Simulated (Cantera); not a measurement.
Feed: 1 mol Si(CH3)4, 92 mol H2, at 49.5 Torr.

Method: chemical equilibrium by Gibbs-energy minimisation in Cantera with the NASA 1993 tables (ideal gas, pure condensed phases). Candidate condensed phases: C, C6H6, C7H8, C8H18, Si, SiC; 87 gas species. Gases not in the tables: Si2H6 and higher silanes. The numbers say what is thermodynamically allowed, not how fast it happens.

x: gas mole fraction; n: condensed amount in mol.

```tsv
T (°C)	x H2	x H	x C2H2 (acetylene)	x Si	n C(graphite)	n SiC(s)
1102	1.000	1.33e-5	1.78e-6	2.66e-11	2.97	1.00
1202	1.000	5.05e-5	6.67e-6	5.75e-10	2.98	1.000
1302	1.000	[?]	[?]	[?]	2.98	1.000
1402	0.999	[?]	[?]	[?]	2.98	1.000
1502	0.999	0.00113	0.000142	7.13e-7	2.97	1.000
1602	0.997	0.00255	0.000316	4.59e-6	2.93	0.999
1702	0.994	0.00531	0.000645	2.45e-5	2.87	0.996
1802	0.988	0.0103	0.00123	0.000111	2.77	0.985
1902	0.978	0.0188	0.00218	0.000434	2.61	0.941
2002	0.962	0.0324	0.00366	0.00151	2.43	0.787
```

Problem. Fill in the missing entries.

Solution. 
- 1402, x H: 0.000452
- 1402, x C2H2 (acetylene): 5.80e-5
- 1402, x Si: 8.84e-8
- 1302, x H: 0.000162
- 1302, x C2H2 (acetylene): 2.11e-5
- 1302, x Si: 8.38e-9
